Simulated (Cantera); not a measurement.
Cantera run:

```python
import numpy as np
import cantera as ct

gas_names = """
    H HI HO2 H2 H2O H2O2 I I2 Mg MgH MgI MgI2 MgO MgOH MgO2H2 Mg2 O OH O2 O3
""".split()
cond_names = """
    H2O(s) H2O(L) I2(cr) I2(L) Mg(cr) Mg(L) MgI2(s) MgI2(L) MgO(s) MgO(L) MgO2H2(s)
""".split()


# ... load() reads the species with a 1 bar reference pressure and builds the phases ...
atoms = {
    'MgO': {'Mg': 1, 'O': 1},
    'HI': {'H': 1, 'I': 1},
    'H2': {'H': 2},
}
top_T = {}  # K; cautious upper limits of use, not melting points


# ... equilibrate(T, P, feed) seeds the gas with the atoms and calls Mixture.equilibrate('TP', solver="vcs", rtol=1e-11, max_steps=5000) ...
results = []
feed = {'MgO': 1, 'HI': 0.018, 'H2': 0.15}  # mol
P = 1000  # Pa
for T in [825, 875, 925, 975, 1025, 1075, 1125, 1175, 1225, 1275, 1325, 1375]:
    mix = equilibrate(T, P, feed)
    results.append((T, P, feed, dict(zip(mix.species_names, mix.species_moles))))
    x = sorted(zip(gas.X, gas.species_names), reverse=True)
    print(f"T = {T:g} K  P = {P:g} Pa  gas = {mix.phase_moles(0):.4g} mol")
    print("   x: " + "  ".join(f"{s} {v:.3e}" for v, s in x if v > 1e-05))
    print("   condensed (mol): " + ("  ".join(f"{mix.phase(i).name} {mix.phase_moles(i):.4g}"
          for i in range(1, mix.n_phases) if mix.phase_moles(i) > 1e-12) or "none"))
```

It prints:

```
T = 825 K  P = 1000 Pa  gas = 0.1681 mol
   x: H2 8.932e-01  HI 1.049e-01  I 1.363e-03  I2 3.028e-04  H2O 1.114e-04  MgI2 1.114e-04
   condensed (mol): MgO(s) 1
T = 875 K  P = 1000 Pa  gas = 0.1682 mol
   x: H2 8.933e-01  HI 1.033e-01  I 2.683e-03  I2 3.274e-04  H2O 1.976e-04  MgI2 1.976e-04
   condensed (mol): MgO(s) 1
T = 925 K  P = 1000 Pa  gas = 0.1684 mol
   x: H2 8.935e-01  HI 1.007e-01  I 4.861e-03  I2 3.434e-04  H2O 3.249e-04  MgI2 3.249e-04
   condensed (mol): MgO(s) 0.9999
T = 975 K  P = 1000 Pa  gas = 0.1687 mol
   x: H2 8.936e-01  HI 9.685e-02  I 8.162e-03  H2O 4.985e-04  MgI2 4.985e-04  I2 3.474e-04
   condensed (mol): MgO(s) 0.9999
T = 1025 K  P = 1000 Pa  gas = 0.1691 mol
   x: H2 8.939e-01  HI 9.158e-02  I 1.277e-02  H2O 7.168e-04  MgI2 7.168e-04  I2 3.369e-04
   condensed (mol): MgO(s) 0.9999
T = 1075 K  P = 1000 Pa  gas = 0.1696 mol
   x: H2 8.942e-01  HI 8.488e-02  I 1.870e-02  H2O 9.698e-04  MgI2 9.698e-04  I2 3.116e-04
   condensed (mol): MgO(s) 0.9998
T = 1125 K  P = 1000 Pa  gas = 0.1702 mol
   x: H2 8.945e-01  HI 7.700e-02  I 2.574e-02  H2O 1.240e-03  MgI2 1.239e-03  I2 2.743e-04
   condensed (mol): MgO(s) 0.9998
T = 1175 K  P = 1000 Pa  gas = 0.1709 mol
   x: H2 8.949e-01  HI 6.838e-02  I 3.350e-02  H2O 1.504e-03  MgI2 1.504e-03  I2 2.303e-04
   condensed (mol): MgO(s) 0.9997
T = 1225 K  P = 1000 Pa  gas = 0.1716 mol
   x: H2 8.953e-01  HI 5.958e-02  I 4.149e-02  H2O 1.743e-03  MgI2 1.742e-03  I2 1.851e-04
   condensed (mol): MgO(s) 0.9997
T = 1275 K  P = 1000 Pa  gas = 0.1722 mol
   x: H2 8.956e-01  HI 5.111e-02  I 4.922e-02  H2O 1.943e-03  MgI2 1.939e-03  I2 1.437e-04
   condensed (mol): MgO(s) 0.9997
T = 1325 K  P = 1000 Pa  gas = 0.1729 mol
   x: H2 8.960e-01  I 5.637e-02  HI 4.335e-02  H2O 2.099e-03  MgI2 2.088e-03  I2 1.086e-04  H 1.548e-05  MgI 1.019e-05
   condensed (mol): MgO(s) 0.9996
T = 1375 K  P = 1000 Pa  gas = 0.1734 mol
   x: H2 8.962e-01  I 6.272e-02  HI 3.650e-02  H2O 2.213e-03  MgI2 2.187e-03  I2 8.059e-05  H 3.244e-05  MgI 2.484e-05
   condensed (mol): MgO(s) 0.9996
```

Equilibrium computed with Cantera from the NASA thermochemical tables; the gas is ideal and each condensed phase is pure.
